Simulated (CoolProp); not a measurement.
Vapour-liquid equilibrium of CHF3 (R23) (1) + R125 (2) at 0.882 MPa; x and y are mole fractions of (1).

Computed with CoolProp (multi-fluid Helmholtz-energy mixture model, Penoncello 2003 and Lemmon 2005; pair parameters Bell 2016).

### Question
Give the bubble temperature and the first vapour's composition at x = 0.05, 0.35, 0.8. Is there an azeotrope?

### Answer
x = 0.05: 278.9 K, y = 0.120; x = 0.35: 261.7 K, y = 0.619; x = 0.8: 244.7 K, y = 0.930. No azeotrope shows between x = 0.05 and 0.95.

The pair parameters rest on a limited set of measurements; away from them the model extrapolates.
